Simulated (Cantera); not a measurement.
NH3 + H2 + N2 + SO2 (abatement and gas-phase synthesis)

Input: 1 mol NH3, 0.68 mol H2, 0.93 mol N2, a varied amount of SO2, held at 2673 K and 0.410 bar.

Cantera equilibrium calculation (NASA polynomials, part measured and part estimated; ideal gas, pure solids and liquids). Candidate condensed phases: H2O, H2SO4, S; 35 gas species. Kinetics and transport are ignored.

```
n(SO2) (mol)   x H2   x N2     x H    x H2O      x SH
------------  -----  -----  ------  -------  --------
0.0081        0.550  0.384  0.0594  0.00420  0.000959
0.0097        0.549  0.384  0.0593  0.00502   0.00114
0.012         0.548  0.384  0.0592  0.00620   0.00139
0.014         0.546  0.383  0.0592  0.00722   0.00161
0.017         0.544  0.383  0.0591  0.00874   0.00192
0.021         0.542  0.383  0.0589   0.0108   0.00232
0.025         0.539  0.383  0.0588   0.0128   0.00271
0.031         0.535  0.382  0.0585   0.0158   0.00327
0.037         0.531  0.382  0.0583   0.0187   0.00380
0.045         0.526  0.381  0.0581   0.0226   0.00447
0.055         0.520  0.381  0.0577   0.0274   0.00524
0.066         0.513  0.380  0.0573   0.0326   0.00603
0.08          0.504  0.379  0.0569   0.0391   0.00694
```
x: gas mole fraction; nothing condenses.

From 0.0081 mol SO2 to 0.08 mol SO2 nothing is condensed.
